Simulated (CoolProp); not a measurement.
Vapour-liquid equilibrium of dimethyl carbonate (1) + n-octane (2) at 0.0704 MPa; x and y are mole fractions of (1).

Model: multi-fluid Helmholtz-energy mixture model, Zhou 2011 and Beckmüller 2019; pair parameters Bell 2016, in CoolProp.

```
x     bubble temperature (K)  y at the bubble point  dew temperature at overall composition x (K)  liquid density (mol/L)
----  ----------------------  ---------------------  --------------------------------------------  ----------------------
0.05                   375.8                    [?]                                         384.6                   5.668
0.15                   363.6                  0.572                                         381.3                   6.056
0.25                     [?]                  0.679                                         377.8                   6.433
0.35                   354.5                  0.730                                         373.9                   6.828
0.45                   352.9                  0.758                                         369.5                   7.259
0.55                   352.1                  0.777                                           [?]                   7.743
0.65                   351.6                    [?]                                         359.2                   8.293
0.75                   351.2                  0.814                                           [?]                     [?]
0.85                   350.9                  0.851                                         350.9                     [?]
0.95                   351.4                    [?]                                         351.6                   10.51
```

Q: Complete the blanks.

A: 
- 0.05, y at the bubble point: 0.302
- 0.25, bubble temperature (K): 357.5
- 0.55, dew temperature at overall composition x (K): 364.7
- 0.65, y at the bubble point: 0.793
- 0.75, dew temperature at overall composition x (K): 353.4
- 0.75, liquid density (mol/L): 8.928
- 0.85, liquid density (mol/L): 9.663
- 0.95, y at the bubble point: 0.928

y crosses x between x = 0.85 and 0.95: the model has an azeotrope there.

The pair parameters rest on a limited set of measurements; away from them the model extrapolates.
